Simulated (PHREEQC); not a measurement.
Solution (25 °C): 0.14 mol/kgw K3PO4. Closed to the air; pH follows from the charge balance.

Computed with PHREEQC (ion-association model, phreeqc.dat).

Each row changes one thing in this solution. No solid was allowed to form.

```tsv
case	pH	ionic strength (mol/kgw)	PO4-3 (mol/kgw)	HPO4-2 (mol/kgw)	KHPO4- (mol/kgw)	H2PO4- (mol/kgw)
as made	12.05	0.797	0.121	0.0168	0.00230	6.53e-8
K3PO4 from 0.14 to 0.28 mol/kgw	12.12	1.62	0.256	0.0196	0.00420	5.52e-8
K3PO4 from 0.14 to 0.028 mol/kgw	11.89	0.146	0.0173	0.0102	0.000528	9.17e-8
diluted 100-fold with water	11.07	0.00579	0.000104	0.00129	7.64e-6	1.39e-7
K3PO4 from 0.14 to 0.07 mol/kgw	11.99	0.387	0.0548	0.0140	0.00126	7.60e-8
0.095 mol/kgw NH4Cl added	11.02	0.632	0.0464	0.0817	0.0119	3.67e-6
```

The ionic strength passes 0.7 mol/kgw, the rough limit of the ion-association models, in as made; K3PO4 from 0.14 to 0.28 mol/kgw. Complexes and solids missing from the database can't appear.
